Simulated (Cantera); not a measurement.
Mixture: 5.29 % CH4, 6.87 % H2, 12.7 % O2, 75.1 % N2, equivalence ratio 1.1, at 12.8 atm, adiabatic and at constant volume. Ignition delay is the time to a rise of 400 K.

Cantera simulation using GRI-Mech 3.0 (53 species, 325 reactions); the numbers are that mechanism's predictions, not measurements. The pressure lies above the range GRI-Mech 3.0 was tuned for (to about 10 atm).

Q: At T0 = 1100 K, what is the delay, and which 8 reactions control it most (d ln τ / d ln k, from doubling and halving each rate constant)?

A: The delay is 1.33 ms.
| reaction | d ln τ / d ln k | faster rate |
|---|---|---|
| H + O2 <=> O + OH | -0.91 | shortens it |
| H + O2 + N2 <=> HO2 + N2 | 0.48 | lengthens it |
| 2 OH (+M) <=> H2O2 (+M) | -0.40 | shortens it |
| CH3 + HO2 <=> CH3O + OH | -0.27 | shortens it |
| H + H2O2 <=> H2 + HO2 | -0.23 | shortens it |
| CH3 + H2O2 <=> CH4 + HO2 | -0.18 | shortens it |
| H + O2 + M <=> HO2 + M | 0.12 | lengthens it |
| 2 HO2 <=> H2O2 + O2 | 0.11 | lengthens it |
